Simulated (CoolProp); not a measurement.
Tetradecamethylhexasiloxane (MD4M) at several states: density (kg/m³) from the reference equation and from simpler models built on Tc = 380.0 °C, pc = 8.286 bar, ω = 0.800; each cubic takes its own stable root.

The numbers come from the reference Helmholtz-energy equation of state, Thol 2019 in CoolProp.

```json
[
 {"T (°C)": "13.25", "p (bar)": "0.266", "phase": "liquid", "reference": "898.0", "van der Waals": "474.4", "Redlich-Kwong": "706.3", "Soave-Redlich-Kwong": "745.9", "Peng-Robinson": "834.6"},
 {"T (°C)": "243.75", "p (bar)": "27.5", "phase": "liquid", "reference": "676.3", "van der Waals": "415.4", "Redlich-Kwong": "571.7", "Soave-Redlich-Kwong": "617.3", "Peng-Robinson": "694.1"},
 {"T (°C)": "51.05", "p (bar)": "0.367", "phase": "liquid", "reference": "861.5", "van der Waals": "460.1", "Redlich-Kwong": "683.4", "Soave-Redlich-Kwong": "730.2", "Peng-Robinson": "818.0"},
 {"T (°C)": "202.25", "p (bar)": "0.982", "phase": "liquid", "reference": "707.7", "van der Waals": "12.39", "Redlich-Kwong": "12.78", "Soave-Redlich-Kwong": "631.9", "Peng-Robinson": "712.9"}
]
```

At some of these states van der Waals, Redlich-Kwong gives the other phase, because its saturation line lies elsewhere.
